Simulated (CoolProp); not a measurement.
Vapour-liquid equilibrium of CHF3 (R23) (1) + R134a (2) at 202 kPa; x and y are mole fractions of (1).

Values from CoolProp's multi-fluid Helmholtz-energy mixture model, Penoncello 2003 and Tillner-Roth 1994; pair parameters Bell 2016.

Problem. Give the bubble temperature and the first vapour's composition at x = 0.25, 0.35, 0.45. Is there an azeotrope?

Solution. x = 0.25: -39.5 °C, y = 0.790; x = 0.35: -46.4 °C, y = 0.873; x = 0.45: -51.8 °C, y = 0.920. No azeotrope shows between x = 0.05 and 0.95.

The pair parameters rest on a limited set of measurements; away from them the model extrapolates.
